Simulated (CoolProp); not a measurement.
R1234ze(E) along the isotherm 146.85 °C: fugacity coefficient from the reference equation and from simpler models built on Tc = 109.4 °C, pc = 3.635 MPa, ω = 0.313; each cubic takes its own stable root.

Model: reference Helmholtz-energy equation of state, Thol 2016, in CoolProp.

```
p (MPa)          phase  reference  van der Waals  Redlich-Kwong  Soave-Redlich-Kwong  Peng-Robinson
-------  -------------  ---------  -------------  -------------  -------------------  -------------
1.25               gas     0.9145         0.9195              ?               0.9179         0.9072
2.5                gas     0.8331         0.8397         0.8285               0.8392         0.8204
3.75     supercritical     0.7549         0.7591         0.7470               0.7635         0.7388
5        supercritical          ?         0.6744         0.6670               0.6907              ?
6.25     supercritical     0.6070         0.5957         0.5928               0.6233         0.5938
7.5      supercritical     0.5458         0.5387         0.5341               0.5673         0.5373
8.75     supercritical     0.4983         0.4978         0.4900               0.5237         0.4932
10       supercritical     0.4617         0.4677         0.4565               0.4900         0.4590
11.2     supercritical     0.4342         0.4459         0.4313               0.4645         0.4329
12.5     supercritical     0.4105         0.4280         0.4098               0.4427         0.4103
13.8     supercritical     0.3917         0.4146              ?               0.4253         0.3921
15       supercritical     0.3775         0.4053         0.3801               0.4123              ?
```

**Question.** Fill in the missing entries.

**Answer.** 
- 1.25, Redlich-Kwong: 0.9126
- 5, reference: 0.6791
- 5, Peng-Robinson: 0.6626
- 13.8, Redlich-Kwong: 0.3928
- 15, Peng-Robinson: 0.3784
